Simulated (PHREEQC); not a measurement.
Dissolve 1.1 mmol/kgw Cu(BF4)2, 0.058 mmol/kgw HCl and 0.86 mmol/kgw NaCl at 25 °C. Closed to the air; pH follows from the charge balance.

The numbers come from PHREEQC with the ion-association model, phreeqc.dat.

Task: The ionic strength comes out as 0.00507 mol/kgw. What activity coefficients do Na+, BF4-, F-, Cu+2, H+ get?

Result: Na+ 0.93, BF4- 0.93, F- 0.92, Cu+2 0.75, H+ 0.93.

Precipitation was switched off in this run. Complexes and solids missing from the database can't appear. Real BF4- forms and hydrolyses slowly; the run takes it at equilibrium.
